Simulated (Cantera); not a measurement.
## Equilibrium for halide evaporation, hydrolysis and transport: MgCl2 + O2 + N2

Feed: 1 mol MgCl2, 6.5 mol O2, 8.2 mol N2, equilibrated at 1748.15 K and 0.133 bar.

Method: chemical equilibrium by Gibbs-energy minimisation in Cantera with the NASA 1993 tables (ideal gas, pure condensed phases). Candidate condensed phases: Mg, MgCl2, MgO; 18 gas species. The numbers say what is thermodynamically allowed, not how fast it happens.

The x(N2) comes out as 0.516 and the x(O2) comes out as 0.394. The x(Cl) comes out as 0.0462. The x(MgCl2) is 0.0352, the x(Cl2) comes out as 0.00471 and the x(NO) is 0.00384. The x(ClO) comes out as 0.000198. The x(O) is 0.000126, the x(NO2) is 5.42e-6 and the n(MgO(s)) is 0.443 mol. The gas amount is 15.85 mol and the log10 activity of Mg(l) (absent) comes out as -11.52.
